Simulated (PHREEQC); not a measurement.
Consider water at 25 °C with 0.0074 mol/kgw NH4HF2, 0.12 mol/kgw (NH4)2SiF6 and 0.00016 mol/kgw HCl. Closed to the air; pH follows from the charge balance.

Computed with PHREEQC (ion-association model, phreeqc.dat).

Each row changes one thing in this solution. No solid was allowed to form.

```
case                                                pH  ionic strength (mol/kgw)  F- (mol/kgw)  HF (mol/kgw)  HF2- (mol/kgw)  NH3 (mol/kgw)
------------------------------------------------  ----  ------------------------  ------------  ------------  --------------  -------------
as made                                           3.07                     0.368       0.00815       0.00628        0.000192        9.46e-8
(NH4)2SiF6 replaced by HF at the same molality    2.11                    0.0161        0.0111         0.114         0.00486       4.69e-10
(NH4)2SiF6 replaced by KHF2 at the same molality  3.04                     0.129        0.0947        0.0928          0.0336        3.26e-9
(NH4)2SiF6 from 0.12 to 0.132 mol/kgw             3.06                     0.405       0.00817    (withheld)        0.000191        1.00e-7
(NH4)2SiF6 replaced by NH4F at the same molality  4.42                     0.127         0.125       0.00509         0.00243        1.35e-6
NH4HF2 from 0.0074 to 0.00814 mol/kgw             3.06                (withheld)       0.00887       0.00695        0.000232        9.31e-8
```

### Question
Some entries are withheld; supply them.

### Answer

- (NH4)2SiF6 from 0.12 to 0.132 mol/kgw, HF (mol/kgw): 0.00626
- NH4HF2 from 0.0074 to 0.00814 mol/kgw, ionic strength (mol/kgw): 0.369

Species that the database lacks are ignored. SiF6-2 is the database's only silicon fluoride.
